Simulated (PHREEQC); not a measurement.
## Copper plating or etch bath: speciation

Consider water at 20 °C with 0.035 mol/kgw CuSO4, 0.0001 mol/kgw HCl and 0.0035 mol/kgw H3BO3. Closed to the air; pH follows from the charge balance.

Equilibrium calculation in PHREEQC: ion-association model, wateq4f.dat.

pH: 4.30
ionic strength: 0.0834 mol/kgw
total alkalinity: -0.100 meq/kg

| species | molality | activity | log γ |
|---|---|---|---|
| Cu+2 | 0.0208 | 0.00884 | -0.373 |
| SO4-2 | 0.0208 | 0.00828 | -0.400 |
| CuSO4 | 0.0141 | 0.0144 | 0.008 |
| H3BO3 | 0.00350 | 0.00357 | 0.008 |
| Cl- | 9.82e-5 | 7.65e-5 | -0.108 |
| H+ | 6.04e-5 | 5.04e-5 | -0.079 |
| HSO4- | 4.61e-5 | 3.64e-5 | -0.102 |

Precipitation was switched off in this run. The solution is supersaturated, for example in Antlerite, Brochantite, so a real one may precipitate; this is no full list.
